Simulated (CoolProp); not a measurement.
Properties of hexamethyldisiloxane (MM) along the isobar 27.3 bar.

Computed with CoolProp (reference Helmholtz-energy equation of state, Thol 2016).

```json
[
 {"T (K)": "337.6", "phase": "liquid", "density (kg/m³)": "___", "cv (kJ/(kg K))": "1.639", "isothermal compressibility (1/MPa)": "0.002854", "expansivity (1/kK)": "1.481"},
 {"T (K)": "353.5", "phase": "liquid", "density (kg/m³)": "705.3", "cv (kJ/(kg K))": "1.680", "isothermal compressibility (1/MPa)": "0.003344", "expansivity (1/kK)": "1.557"},
 {"T (K)": "369.5", "phase": "liquid", "density (kg/m³)": "687.5", "cv (kJ/(kg K))": "1.720", "isothermal compressibility (1/MPa)": "0.003960", "expansivity (1/kK)": "1.647"},
 {"T (K)": "385.4", "phase": "liquid", "density (kg/m³)": "669.2", "cv (kJ/(kg K))": "___", "isothermal compressibility (1/MPa)": "0.004741", "expansivity (1/kK)": "___"},
 {"T (K)": "401.4", "phase": "liquid", "density (kg/m³)": "650.0", "cv (kJ/(kg K))": "1.800", "isothermal compressibility (1/MPa)": "0.005765", "expansivity (1/kK)": "1.888"},
 {"T (K)": "417.3", "phase": "liquid", "density (kg/m³)": "630.0", "cv (kJ/(kg K))": "1.840", "isothermal compressibility (1/MPa)": "0.007130", "expansivity (1/kK)": "2.053"},
 {"T (K)": "433.3", "phase": "liquid", "density (kg/m³)": "608.6", "cv (kJ/(kg K))": "1.879", "isothermal compressibility (1/MPa)": "0.009038", "expansivity (1/kK)": "2.265"},
 {"T (K)": "449.2", "phase": "liquid", "density (kg/m³)": "___", "cv (kJ/(kg K))": "1.918", "isothermal compressibility (1/MPa)": "0.01180", "expansivity (1/kK)": "2.546"},
 {"T (K)": "465.1", "phase": "liquid", "density (kg/m³)": "561.0", "cv (kJ/(kg K))": "1.957", "isothermal compressibility (1/MPa)": "0.01606", "expansivity (1/kK)": "2.937"},
 {"T (K)": "481.1", "phase": "liquid", "density (kg/m³)": "___", "cv (kJ/(kg K))": "1.997", "isothermal compressibility (1/MPa)": "0.02332", "expansivity (1/kK)": "3.530"},
 {"T (K)": "497", "phase": "liquid", "density (kg/m³)": "___", "cv (kJ/(kg K))": "2.038", "isothermal compressibility (1/MPa)": "0.03737", "expansivity (1/kK)": "4.530"},
 {"T (K)": "513", "phase": "liquid", "density (kg/m³)": "458.5", "cv (kJ/(kg K))": "2.083", "isothermal compressibility (1/MPa)": "___", "expansivity (1/kK)": "6.660"},
 {"T (K)": "528.9", "phase": "supercritical", "density (kg/m³)": "395.1", "cv (kJ/(kg K))": "2.138", "isothermal compressibility (1/MPa)": "___", "expansivity (1/kK)": "13.87"},
 {"T (K)": "544.9", "phase": "supercritical", "density (kg/m³)": "261.0", "cv (kJ/(kg K))": "2.191", "isothermal compressibility (1/MPa)": "1.078", "expansivity (1/kK)": "32.68"}
]
```

### Question
Fill in the missing entries.

### Answer

- 337.6, density (kg/m³): 722.6
- 385.4, cv (kJ/(kg K)): 1.760
- 385.4, expansivity (1/kK): 1.755
- 449.2, density (kg/m³): 585.9
- 481.1, density (kg/m³): 532.9
- 497, density (kg/m³): 500.2
- 513, isothermal compressibility (1/MPa): 0.07297
- 528.9, isothermal compressibility (1/MPa): 0.2297
